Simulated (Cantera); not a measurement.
Thermodynamics of fluorocarbon and chlorocarbon gases, feed C2F6 + F2

Charge: 1 mol C2F6, 0.84 mol F2.

Cantera equilibrium calculation (NASA polynomials, part measured and part estimated; ideal gas, pure solids and liquids). Candidate condensed phases: C; 13 gas species. The feed counts by its element totals alone. The numbers say what is thermodynamically allowed, not how fast it happens.

Task: Map the stable condensed phases over T = 925, 1125, 1325, 1525, 1725, 1925, 2125, 2325, 2525, 2725 K and P in Pa = 1, 5.2, 27, 140, 720, 3700, 19000, 100000.

Result: 
```
T in K \ P in Pa
              1    5.2     27    140    720   3700  19000 100000
   2725       A      A      B      B      B      A      A      A
   2525       A      B      B      B      B      A      A      A
   2325       B      B      B      B      A      A      A      A
   2125       B      B      B      A      A      A      B      B
   1925       B      A      A      A      B      B      B      B
   1725       B      B      B      B      B      B      B      B
   1525       B      B      B      B      B      B      B      B
   1325       B      B      B      B      B      B      B      B
   1125       B      B      B      B      B      B      B      B
    925       B      B      B      B      B      B      B      B
```
A: gas only; B: C.
